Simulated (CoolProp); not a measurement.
Model: reference Helmholtz-energy equation of state, Beckmüller 2019, in CoolProp.

Q: Give the vapour pressure (MPa), vapour density (kg/m³), enthalpy of vaporisation (kJ/kg), surface tension (mN/m) of saturated n-octane at 100.05, 128.45 °C.

A: 
| T (°C) | p (MPa) | vapour density (kg/m³) | enthalpy of vaporisation (kJ/kg) | surface tension (mN/m) |
|---|---|---|---|---|
| 100.05 | 0.0469 | 1.79 | 318 | 14.2 |
| 128.45 | 0.109 | 3.98 | 300 | 11.7 |

Surface tension comes from a separate correlation (Mulero 2012).
